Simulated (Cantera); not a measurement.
Silicon carbide growth: CH₃SiCl₃ + H₂

A closed system holds: 1 mol CH₃SiCl₃, 41 mol H₂, at 5700 Pa.

Cantera equilibrium calculation (NASA polynomials, part measured and part estimated; ideal gas, pure solids and liquids). Candidate condensed phases: C, C₆H₆, C₇H₈, C₈H₁₈, Si, SiC; 109 gas species. The feed counts by its element totals alone. The tables' values for SiCl, SiCl₃ are old estimates; treat these amounts as uncertain. Gases not in the tables: Si₂H₆ and higher silanes. Equilibrium is a limit: real reactors are often held back by kinetics, nucleation or transport.

From 1223 K to 1523 K the condensed part is SiC(s). At 1673 K the condensed part is C(graphite) + SiC(s). From 1823 K to 2273 K the condensed part is SiC(s). The main Si-bearing gas is SiCl₄ at 1223 K and Si at 2273 K.

| T (K) | log p H₂ | log p HCl | log p H | log p Si | log p C₂H₂ (acetylene) | n SiC(s) | n C(graphite) |
|---|---|---|---|---|---|---|---|
| 1223 | -1.27 | -2.41 | -7.16 | <-13 | -9.06 | 0.991 | 0 |
| 1373 | -1.27 | -2.41 | -6.11 | -11.51 | -7.58 | 0.994 | 0 |
| 1523 | -1.27 | -2.41 | -5.27 | -9.84 | -6.21 | 0.994 | 0 |
| 1673 | -1.27 | -2.41 | -4.58 | -8.25 | -5.52 | 0.989 | 0.00327 |
| 1823 | -1.28 | -2.42 | -4.00 | -6.92 | -4.97 | 0.982 | 0 |
| 1973 | -1.28 | -2.42 | -3.51 | -5.71 | -4.66 | 0.965 | 0 |
| 2123 | -1.28 | -2.43 | -3.09 | -4.70 | -4.34 | 0.927 | 0 |
| 2273 | -1.29 | -2.45 | -2.72 | -3.90 | -3.93 | 0.793 | 0 |
log p: log10 of the partial pressure in bar; n: condensed amount in mol.
